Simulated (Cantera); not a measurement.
A Cantera script and what it prints.

```python
import numpy as np
import cantera as ct

gas_names = [...]  # 62 gases of nasa_gas.yaml made of B, F, H, N, O
cond_names = """
    B(b) B(L) BN(s) B2O3(L) B3O3H3(cr) H2O(s) H2O(L)
""".split()


# ... load() reads the species with a 1 bar reference pressure and builds the phases ...
atoms = {
    'BF3': {'B': 1, 'F': 3},
    'H2O': {'H': 2, 'O': 1},
    'N2': {'N': 2},
}
top_T = {'BN(s)': 3200}  # K; cautious upper limits of use, not melting points


# ... equilibrate(T, P, feed) seeds the gas with the atoms and calls Mixture.equilibrate('TP', solver="vcs", rtol=1e-11, max_steps=5000) ...
results = []
feed = {'BF3': 1, 'H2O': 2.5, 'N2': 38}  # mol
P = 62000  # Pa
for T in [823, 973, 1123, 1273, 1423, 1573, 1723, 1873, 2023]:
    mix = equilibrate(T, P, feed)
    results.append((T, P, feed, dict(zip(mix.species_names, mix.species_moles))))

top = {s: max(r[3][s] / sum(r[3][g] for g in gas_names) for r in results) for s in gas_names}
cols = sorted((s for s in top if top[s] > 0.0001), key=lambda s: -top[s])[:5]
seen = [c for c in cond_names if any(r[3].get(c, 0) > 1e-12 for r in results)]
print("log10 of partial pressures in bar; condensed amounts in mol")
print(f"{'T/K':>10s}" + "".join(f"{s[:9]:>10s}" for s in cols + seen))
for T, P, feed, n in results:
    ng = sum(n[g] for g in gas_names)
    print(f"{T:10.4g}" + "".join(f"{np.log10(max(n[s] / ng * P / 1e5, 1e-99)):10.3f}" for s in cols)
          + "".join(f"{n.get(c, 0):10.4g}" for c in seen))
```

Output:

```
log10 of partial pressures in bar; condensed amounts in mol
       T/K        N2        HF       H2O       BOF       BF3   B2O3(L)
       823    -0.247    -2.016    -1.498    -7.095    -1.963  0.008739
       973    -0.248    -1.836    -1.528    -5.269    -2.041   0.08454
      1123    -0.248    -1.714    -1.563    -3.952    -2.126    0.1438
      1273    -0.249    -1.634    -1.598    -2.968    -2.229    0.1671
      1423    -0.252    -1.603    -1.631    -2.233    -2.411   0.04773
      1573    -0.255    -1.541    -1.682    -1.987    -2.808         0
      1723    -0.256    -1.508    -1.709    -1.943    -3.344         0
      1873    -0.256    -1.499    -1.722    -1.934    -3.868         0
      2023    -0.256    -1.496    -1.733    -1.933    -4.329         0
```

Cantera equilibrium calculation (NASA polynomials, part measured and part estimated; ideal gas, pure solids and liquids). Gases not in the tables: H3BO3.
